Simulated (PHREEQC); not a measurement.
A solution holds 0.8 mol Na2CO3 and 3.3 mol KBr per kg of water, at 30 °C. Closed to the air; pH follows from the charge balance.

All values are PHREEQC results (Pitzer model, pitzer.dat), not measurements.

```json
{
  "pH": "11.60",
  "ionic_strength": "5.69 mol/kgw",
  "activity_of_water": "0.847",
  "density": "1.296 g/cm³",
  "osmotic_coefficient": "1.022",
  "total_alkalinity": "1600 meq/kg"
}
```

```tsv
species	molality	activity	log γ
Br-	3.30	2.29	-0.158
K+	3.30	2.05	-0.206
Na+	1.60	1.14	-0.149
CO3-2	0.793	0.0477	-1.221
OH-	0.00685	0.00491	-0.144
HCO3-	0.00685	0.00240	-0.456
CO2	8.10e-9	1.49e-8	0.264
```

Precipitation was switched off in this run. Species that the database lacks are ignored. In brines, pH and single-ion activities rest on the MacInnes convention.
